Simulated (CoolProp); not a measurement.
Vapour pressure (kPa) of sulfur hexafluoride: the reference equation beside estimates from Tc = 318.7 K, pc = 3755 kPa, ω = 0.210. Clausius-Clapeyron is anchored at 237.1 K with a constant enthalpy of vaporisation of 15.28 kJ/mol.

Model: reference Helmholtz-energy equation of state, Guder 2009, in CoolProp.

```csv
T (K),reference,Lee-Kesler,Clausius-Clapeyron,van der Waals,Redlich-Kwong,Soave-Redlich-Kwong,Peng-Robinson
232.3,329.8,336.2,337.1,922.0,457.5,336.2,333.9
237.1,395.7,403.2,395.7,1019,537.6,403.5,400.1
241.9,471.1,479.7,461.5,1123,627.2,480.5,475.8
246.7,556.7,566.4,535.1,1234,726.8,568.0,561.8
251.5,653.4,664.0,616.8,1350,836.9,666.8,659.0
256.2,759.7,771.1,705.4,1472,955.3,775.4,765.9
261,881.0,892.9,804.9,1602,1088,899.2,888.0
265.8,1016,1028,914.0,1740,1232,1037,1024
270.6,1166,1178,1033,1885,1389,1190,1175
275.4,1331,1343,1163,2037,1559,1358,1342
280.2,1513,1525,1304,2196,1742,1544,1526
```

Absolute difference from the reference over all 11 rows, mean and median: Lee-Kesler 1.4 and 1.5 %, Clausius-Clapeyron 7.0 and 7.1 %, van der Waals 100.9 and 93.8 %, Redlich-Kwong 26.2 and 25.7 %, Soave-Redlich-Kwong 2.0 and 2.0 %, Peng-Robinson 0.9 and 0.9 %.
